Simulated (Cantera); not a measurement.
Charge: 1 mol SiO₂, 48 mol HF, held at 1848 K and 52.0 Pa.

These are equilibrium values from Cantera (NASA tables, ideal gas, pure condensed phases), not measurements of a reactor. Candidate condensed phases: H₂O, Si, SiO₂; 38 gas species. The tables' values for SiF₃, SiO₂ are old estimates; treat these amounts as uncertain. The tables hold silica as quartz up to 1696 K and as liquid above; real silica turns to tridymite and cristobalite and melts near 1996 K. The numbers say what is thermodynamically allowed, not how fast it happens.

Base state: HF 0.961, H₂O 0.0203, SiF₄ 0.0113, H₂ 0.00195, O₂ 0.00144, H 0.00103, SiO 0.00101, OH 0.000785 (mole fractions); condensed: SiO₂(condensed).

Question: What changes in the equilibrium state with this change: temperature from 1848 K to 723.15 K?

Answer: 
```tsv
species	before	after
HF	0.961	0.936
H₂O	0.0203	0.0426
SiF₄	0.0113	0.0213
H₂	0.00195	<1e-9
O₂	0.00144	<1e-9
H	0.00103	<1e-9
SiO	0.00101	<1e-9
OH	0.000785	<1e-9
SiO₂(condensed), mol	0.397	0
```
